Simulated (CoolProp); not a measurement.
Properties of octamethyltrisiloxane (MDM) along the isobar 46.4 bar (Tc = 565.4 K, pc = 14.38 bar, ω = 0.528).

The numbers come from the reference Helmholtz-energy equation of state, Thol 2017 in CoolProp.

```
T (K)   phase  density (kg/m³)  Joule-Thomson coefficient (K/MPa)  fugacity coefficient
-----  ------  ---------------  ---------------------------------  --------------------
359    liquid            762.3                            -0.3620              0.003986
365.6  liquid            755.7                            -0.3514              0.005134
372.3  liquid            749.0                            -0.3402              0.006556
378.9  liquid            742.3                            -0.3288              0.008245
385.6  liquid            735.4                            -0.3168               0.01029
392.2  liquid            728.6                            -0.3045               0.01267
398.9  liquid            721.7                            -0.2915               0.01550
405.5  liquid            714.8                            -0.2781               0.01872
412.2  liquid            707.7                            -0.2638               0.02249
418.8  liquid            700.7                            -0.2490               0.02671
425.4  liquid            693.6                            -0.2335               0.03149
432.1  liquid            686.3                            -0.2168               0.03694
438.7  liquid            679.1                            -0.1995               0.04293
445.4  liquid            671.6                            -0.1807               0.04966
452    liquid            664.2                            -0.1611               0.05697
```
